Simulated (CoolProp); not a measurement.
Ethanol at several states: Z from the reference equation and from simpler models built on Tc = 514.7 K, pc = 6.268 MPa, ω = 0.644; each cubic takes its own stable root.

Model: reference Helmholtz-energy equation of state, Schroeder 2014, in CoolProp.

| T (K) | p (MPa) | phase | reference | Redlich-Kwong | Soave-Redlich-Kwong |
|---|---|---|---|---|---|
| 491.9 | 7.41 | liquid | 0.1556 | 0.2200 | 0.2056 |
| 257.7 | 0.0111 | liquid | 0.0002913 | 0.9960 | 0.0003433 |
| 559.2 | 20.1 | supercritical | 0.4334 | 0.5241 | 0.5706 |
| 273.3 | 17.5 | liquid | 0.4332 | 0.5403 | 0.5132 |
| 412 | 0.278 | gas | 0.9591 | 0.9711 | 0.9647 |

At some of these states Redlich-Kwong gives the other phase, because its saturation line lies elsewhere.
